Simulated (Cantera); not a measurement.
Equilibrium for chlorosilane synthesis and conversion: SiCl4 + HCl + H2

A closed system holds: 1 mol SiCl4, 2.3 mol HCl, 0.67 mol H2, held at 59000 Pa.

Equilibrium computed with Cantera from the NASA thermochemical tables; the gas is ideal and each condensed phase is pure. Candidate condensed phases: Si; 19 gas species. The tables' values for SiCl3 are old estimates; treat these amounts as uncertain. Rates play no part.

| T (K) | x HCl | x SiCl4 | x H2 | x SiHCl3 | x SiCl3 | x SiCl2 | x SiH2Cl2 |
|---|---|---|---|---|---|---|---|
| 925 | 0.580 | 0.252 | 0.168 | 0.000266 | 5.16e-6 | 4.21e-9 | 2.76e-8 |
| 975 | 0.580 | 0.251 | 0.168 | 0.000417 | 1.66e-5 | 3.09e-8 | 7.26e-8 |
| 1025 | 0.580 | 0.251 | 0.168 | 0.000626 | 4.73e-5 | 1.86e-7 | 1.73e-7 |
| 1075 | 0.580 | 0.251 | 0.168 | 0.000901 | 0.000122 | 9.41e-7 | 3.79e-7 |
| 1125 | 0.581 | 0.250 | 0.167 | 0.00125 | 0.000289 | 4.10e-6 | 7.69e-7 |
| 1175 | 0.582 | 0.249 | 0.167 | 0.00169 | 0.000631 | 1.56e-5 | 1.46e-6 |
| 1225 | 0.583 | 0.248 | 0.166 | 0.00220 | 0.00129 | 5.30e-5 | 2.61e-6 |
| 1275 | 0.584 | 0.246 | 0.164 | 0.00279 | 0.00247 | 0.000161 | 4.40e-6 |
x: gas mole fraction; nothing condenses.

From 925 K to 1275 K nothing is condensed. The main Si-bearing gas is SiCl4 throughout.
